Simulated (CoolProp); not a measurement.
A simple Rankine cycle with benzene: condensing at 306.15 K, boiler at 0.147 MPa, turbine inlet 370.9 K, turbine efficiency 0.65, pump efficiency 0.7, no recuperator. Each further row changes one setting.

Computed with CoolProp (reference Helmholtz-energy equation of state, Thol 2012).

| case | thermal efficiency (%) | net work (kJ/kg) | heat in (kJ/kg) | turbine exit temperature (K) | volume ratio over the turbine |
|---|---|---|---|---|---|
| as stated | 9.5 | [?] | 501 | 329.0 | 7.44 |
| turbine inlet 390.9 K | 9.6 | 50.8 | 530 | 349.7 | 7.46 |
| condensing temperature 298.15 K | [?] | 55.1 | [?] | [?] | [?] |
| boiler pressure 0.103 MPa | 8.1 | 40.5 | 503 | [?] | 5.27 |
| turbine efficiency 0.55 | [?] | [?] | 501 | 335.2 | 7.59 |

### Question
Fill in the missing entries.

### Answer

- as stated, net work (kJ/kg): 47.7
- condensing temperature 298.15 K, thermal efficiency (%): 10.7
- condensing temperature 298.15 K, heat in (kJ/kg): 515
- condensing temperature 298.15 K, turbine exit temperature (K): 322.4
- condensing temperature 298.15 K, volume ratio over the turbine: 10.5
- boiler pressure 0.103 MPa, turbine exit temperature (K): 336.5
- turbine efficiency 0.55, thermal efficiency (%): 8.0
- turbine efficiency 0.55, net work (kJ/kg): 40.3
